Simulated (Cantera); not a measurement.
A closed system holds: 1 mol SiCl4, 5.4 mol N2, 18 mol H2, equilibrated at 59.0 Pa.

Method: chemical equilibrium by Gibbs-energy minimisation in Cantera with the NASA 1993 tables (ideal gas, pure condensed phases). Candidate condensed phases: NH4Cl, Si, Si3N4; 28 gas species. N2 is the only nitrogen source here; it is nearly inert below about 1500 K, so the nitride shown seldom forms there in practice. Gases not in the tables: Si2H6 and higher silanes. Rates play no part.

### Question
What share of the Si ends up in condensed phases as a function of T (°C), at 900, 1000, 1100, 1200, 1300, 1400, 1500, 1600, 1700?

### Answer
| T (°C) | Si condensed (%) | as |
|---|---|---|
| 900 | 99.2 | Si3N4(s) |
| 1000 | 95.5 | Si3N4(s) |
| 1100 | 79.2 | Si3N4(s) |
| 1200 | 42.2 | Si3N4(s) |
| 1300 | 7.1 | Si(s) |
| 1400 | 3.1 | Si(s) |
| 1500 | 0.0 | - |
| 1600 | 0.0 | - |
| 1700 | 0.0 | - |
